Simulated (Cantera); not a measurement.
Input: 1 mol SiO2, 1.1 mol CH4, 4.4 mol H2, at 2248.15 K and 3.38 Torr.

Equilibrium computed with Cantera from the NASA thermochemical tables; the gas is ideal and each condensed phase is pure. Candidate condensed phases: C, C6H6, C7H8, C8H18, H2O, Si, SiC, SiO2; 123 gas species. Gases not in the tables: Si2H6 and higher silanes. Equilibrium is a limit: real reactors are often held back by kinetics, nucleation or transport.

Base state: H2 0.679, CO 0.121, SiO 0.0988, H 0.0903, Si 0.0107, SiH 0.000238, SiH2 2.08e-5, Si2 1.54e-5 (mole fractions); condensed: gas only.

**Question.** What changes in the equilibrium state with this change: temperature from 2248.15 K to 2100 K?

**Answer.** 
```json
[
 {"species": "H2", "before": "0.679", "after": "0.724"},
 {"species": "CO", "before": "0.121", "after": "0.124"},
 {"species": "SiO", "before": "0.0988", "after": "0.102"},
 {"species": "H", "before": "0.0903", "after": "0.0395"},
 {"species": "Si", "before": "0.0107", "after": "0.0104"},
 {"species": "Si2C", "before": "6.17e-6", "after": "0.000122"},
 {"species": "Si2", "before": "1.54e-5", "after": "4.77e-5"}
]
```

**Question.** What changes in the equilibrium state with this change: SiO2 replaced by Ta2O5?

**Answer.** 
| species | before | after |
|---|---|---|
| H2 | 0.679 | 0.757 |
| CO | 0.121 | 0.134 |
| H | 0.0903 | 0.0953 |
| SiO | 0.0988 | 0 |
| Si | 0.0107 | 0 |
| TaO2 | 0 | 0.00832 |
| TaO | 0 | 0.00178 |
| SiH | 0.000238 | 0 |
| SiH2 | 2.08e-5 | 0 |
| Si2 | 1.54e-5 | 0 |
| H2O | 1.43e-6 | 0.00319 |
| Ta(s), mol | 0 | 0.429 |
| Ta2O5(l), mol | 0 | 0.744 |
Mutual solubility and eutectic melting of coexisting phases are not modelled. Condensed phases not in the tables: Ta2C, N, O or C dissolved in the metal. Further candidate phases: Ta, TaC, Ta2O5.
